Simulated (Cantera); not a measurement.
# Ammonia decomposition in nitride growth gas

A perfectly stirred reactor is fed with NH3 : N2 = 1 : 0.35 (molar parts), at 0.240 bar; it is held at 1950 K, and followed from long to short residence time.

Detailed kinetics in Cantera: the gas-phase N/H chemistry of the illustrative SiF4/NH3 mechanism in the Surface Chemkin manual (1991). Walls and surfaces, which speed up NH3 decomposition in real reactors, are not modelled.

```tsv
τ (s)	x NH3	x N	x H	x H2	x NH
0.79	0.143	5.42e-7	0.000354	0.515	6.72e-6
0.43	0.222	5.22e-7	0.000266	0.447	7.67e-6
0.23	0.325	4.89e-7	0.000188	0.358	8.49e-6
0.12	0.442	4.38e-7	0.000123	0.257	9.00e-6
0.065	0.541	3.72e-7	7.77e-5	0.171	9.08e-6
0.035	0.618	2.90e-7	4.69e-5	0.105	8.75e-6
0.019	0.669	2.02e-7	2.76e-5	0.0615	8.09e-6
0.010	0.701	1.23e-7	1.55e-5	0.0335	7.23e-6
```
x: mole fraction; the columns are a selection and need not sum to one.
